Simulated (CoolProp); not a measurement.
Hydrogen sulfide along the isotherm 12.65 °C: Z from the reference equation and from simpler models built on Tc = 100.0 °C, pc = 89.99 bar, ω = 0.101; each cubic takes its own stable root.

The numbers come from the reference Helmholtz-energy equation of state, Lemmon 2006 in CoolProp. It is a short technical equation, of lower accuracy than the large ones.

| p (bar) | phase | reference | Redlich-Kwong | Peng-Robinson |
|---|---|---|---|---|
| 56.2 | liquid | 0.09899 | 0.1048 | 0.09147 |
| 112 | liquid | … | 0.2046 | 0.1793 |
| 169 | liquid | 0.2900 | 0.3034 | 0.2666 |
| 225 | liquid | 0.3818 | 0.3980 | 0.3504 |
| 281 | liquid | 0.4721 | 0.4905 | 0.4327 |
| 337 | liquid | 0.5611 | 0.5814 | 0.5137 |
| 394 | liquid | 0.6503 | 0.6725 | 0.5950 |
| 450 | liquid | … | … | 0.6738 |
| 506 | liquid | 0.8225 | 0.8478 | 0.7518 |
| 562 | liquid | 0.9073 | 0.9340 | 0.8290 |
| 619 | liquid | 0.9926 | 1.021 | 0.9069 |
| 675 | liquid | 1.076 | 1.105 | 0.9828 |
| 731 | liquid | … | 1.189 | 1.058 |
| 787 | liquid | 1.240 | 1.272 | 1.133 |
| 844 | liquid | 1.322 | 1.357 | 1.209 |
| 900 | liquid | 1.403 | 1.439 | 1.282 |

Question: What belongs in the gaps?

Answer: 
- 112, reference: 0.1946
- 450, reference: 0.7369
- 450, Redlich-Kwong: 0.7607
- 731, reference: 1.158
